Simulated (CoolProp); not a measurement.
Properties of decamethylcyclopentasiloxane (D5) along the isobar 2.86 MPa.

Values from CoolProp's reference Helmholtz-energy equation of state, Thol 2019.

```json
[
 {"T (K)": "550.3", "phase": "liquid", "cp (kJ/(kg K))": "2.098", "cv (kJ/(kg K))": "1.873", "speed of sound (m/s)": "323.5"},
 {"T (K)": "555.7", "phase": "liquid", "cp (kJ/(kg K))": "2.109", "cv (kJ/(kg K))": "1.882", "speed of sound (m/s)": "312.5"},
 {"T (K)": "561", "phase": "liquid", "cp (kJ/(kg K))": "2.119", "cv (kJ/(kg K))": "1.890", "speed of sound (m/s)": "301.8"},
 {"T (K)": "566.4", "phase": "liquid", "cp (kJ/(kg K))": "2.129", "cv (kJ/(kg K))": "1.899", "speed of sound (m/s)": "291.0"},
 {"T (K)": "571.7", "phase": "liquid", "cp (kJ/(kg K))": "(withheld)", "cv (kJ/(kg K))": "1.907", "speed of sound (m/s)": "(withheld)"},
 {"T (K)": "577.1", "phase": "liquid", "cp (kJ/(kg K))": "2.151", "cv (kJ/(kg K))": "1.916", "speed of sound (m/s)": "269.7"},
 {"T (K)": "582.5", "phase": "liquid", "cp (kJ/(kg K))": "(withheld)", "cv (kJ/(kg K))": "1.925", "speed of sound (m/s)": "259.2"},
 {"T (K)": "587.8", "phase": "liquid", "cp (kJ/(kg K))": "2.174", "cv (kJ/(kg K))": "1.933", "speed of sound (m/s)": "(withheld)"},
 {"T (K)": "593.2", "phase": "liquid", "cp (kJ/(kg K))": "2.186", "cv (kJ/(kg K))": "1.941", "speed of sound (m/s)": "238.5"},
 {"T (K)": "598.6", "phase": "liquid", "cp (kJ/(kg K))": "2.198", "cv (kJ/(kg K))": "(withheld)", "speed of sound (m/s)": "(withheld)"},
 {"T (K)": "603.9", "phase": "liquid", "cp (kJ/(kg K))": "2.210", "cv (kJ/(kg K))": "1.958", "speed of sound (m/s)": "218.4"},
 {"T (K)": "609.3", "phase": "liquid", "cp (kJ/(kg K))": "2.223", "cv (kJ/(kg K))": "1.966", "speed of sound (m/s)": "208.5"},
 {"T (K)": "614.6", "phase": "liquid", "cp (kJ/(kg K))": "2.236", "cv (kJ/(kg K))": "1.975", "speed of sound (m/s)": "(withheld)"},
 {"T (K)": "620", "phase": "supercritical", "cp (kJ/(kg K))": "2.249", "cv (kJ/(kg K))": "(withheld)", "speed of sound (m/s)": "189.5"}
]
```

Task: Fill in the missing entries.

Result: 
- 571.7, cp (kJ/(kg K)): 2.140
- 571.7, speed of sound (m/s): 280.4
- 582.5, cp (kJ/(kg K)): 2.162
- 587.8, speed of sound (m/s): 248.9
- 598.6, cv (kJ/(kg K)): 1.950
- 598.6, speed of sound (m/s): 228.3
- 614.6, speed of sound (m/s): 198.9
- 620, cv (kJ/(kg K)): 1.983
